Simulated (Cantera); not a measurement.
Input (Python, Cantera):

```python
import numpy as np
import cantera as ct

gas = ct.Solution("gri30.yaml")
gas.TPX = 1800, 100000, {'CH4': 1, 'O2': 1.25, 'N2': 4.7, 'H2O': 0.96}
reactor = ct.IdealGasConstPressureReactor(gas, energy="on", clone=False)
net = ct.ReactorNet([reactor])
net.rtol, net.atol = 1e-08, 1e-16
show = ['CH4', 'O2', 'H2O', 'NO2', 'H2O2', 'HCO', 'H']
times = np.geomspace(5e-06, 0.1, 10)

steps = ct.SolutionArray(gas, extra=["t"])
rows = []
print(f"{'t/s':>10s}{'T/K':>9s}{'P/Pa':>11s}" + "".join(f"{s:>11s}" for s in show))
for t in times:
    while net.time < t:
        t_next = net.step()
        steps.append(gas.state, t=t_next)
    rows.append([np.interp(t, steps.t, y) for y in (steps.T, steps.P, *steps(*show).X.T)])
    print(f"{t:10.3e}{rows[-1][0]:9.1f}{rows[-1][1]:11.4g}" + "".join(f"{x:11.3e}" for x in rows[-1][2:]))
rate = np.gradient(steps.T, steps.t)
print("integrator steps:", len(steps.t))
if steps.T.max() > steps.T[0] + 200:
    print(f"time of steepest temperature rise: {steps.t[rate.argmax()]:.4e} s")
gas.TPX = 1800, 100000, {'CH4': 1, 'O2': 1.25, 'N2': 4.7, 'H2O': 0.96}
gas.equilibrate("HP")
print(f"equilibrium (HP): T = {gas.T:.1f} K  " + "  ".join(f"{s} {gas[s].X[0]:.3e}" for s in show))
```

It prints:

```
       t/s      T/K       P/Pa        CH4         O2        H2O        NO2       H2O2        HCO          H
 5.000e-06   1799.6      1e+05  1.263e-01  1.580e-01  1.214e-01  1.794e-16  3.117e-07  5.621e-10  1.348e-06
 1.503e-05   1798.8      1e+05  1.259e-01  1.579e-01  1.215e-01  4.748e-15  5.412e-07  1.107e-08  1.950e-06
 4.516e-05   1798.7      1e+05  1.235e-01  1.569e-01  1.225e-01  1.868e-13  1.245e-06  3.599e-07  8.362e-06
 1.357e-04   2592.9      1e+05  1.106e-04  8.946e-03  2.293e-01  2.298e-09  2.280e-07  1.843e-05  2.092e-02
 4.079e-04   2706.5      1e+05  2.919e-13  1.785e-03  2.291e-01  2.244e-08  1.032e-07  1.637e-07  1.934e-02
 1.226e-03   2716.2      1e+05  3.567e-13  1.596e-03  2.299e-01  6.080e-08  9.936e-08  1.588e-07  1.826e-02
 3.684e-03   2712.5      1e+05  3.696e-13  1.525e-03  2.295e-01  1.195e-07  9.629e-08  1.582e-07  1.808e-02
 1.107e-02   2711.2      1e+05  3.738e-13  1.502e-03  2.294e-01  1.381e-07  9.531e-08  1.580e-07  1.802e-02
 3.327e-02   2711.2      1e+05  3.738e-13  1.502e-03  2.294e-01  1.382e-07  9.530e-08  1.580e-07  1.802e-02
 1.000e-01   2711.2      1e+05  3.738e-13  1.502e-03  2.294e-01  1.382e-07  9.530e-08  1.580e-07  1.802e-02
integrator steps: 1711
time of steepest temperature rise: 1.3199e-04 s
equilibrium (HP): T = 2711.2 K  CH4 4.421e-13  O2 1.502e-03  H2O 2.294e-01  NO2 1.382e-07  H2O2 9.530e-08  HCO 1.580e-07  H 1.802e-02
```

Cantera simulation using GRI-Mech 3.0 (53 species, 325 reactions); the numbers are that mechanism's predictions, not measurements.
